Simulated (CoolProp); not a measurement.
The fluid at 341.25 K and 3.59 MPa is throttled through a valve to 2.32 MPa with no heat exchange. The same conditions are run with several fluids, on thermodynamics alone (safety and materials aside).

Model: reference Helmholtz-energy equation of state of each fluid (R152A: Outcalt 1996; chloromethane (R40): Thol 2014; chlorine: Thol 2021; n-pentane: Thol 2019; cis-2-butene: Lemmon 2005), in CoolProp.

```
fluid                temperature change (K)  final density (kg/m³)
-------------------  ----------------------  ---------------------
R152A                                     …                    778
chloromethane (R40)                    -0.1                    818
chlorine                               -0.1                   1250
n-pentane                                 …                      …
cis-2-butene                              …                    564
```

Question: Fill in the missing entries.

Answer: 
- R152A, temperature change (K): -0.5
- n-pentane, temperature change (K): +0.3
- n-pentane, final density (kg/m³): 579
- cis-2-butene, temperature change (K): +0.2
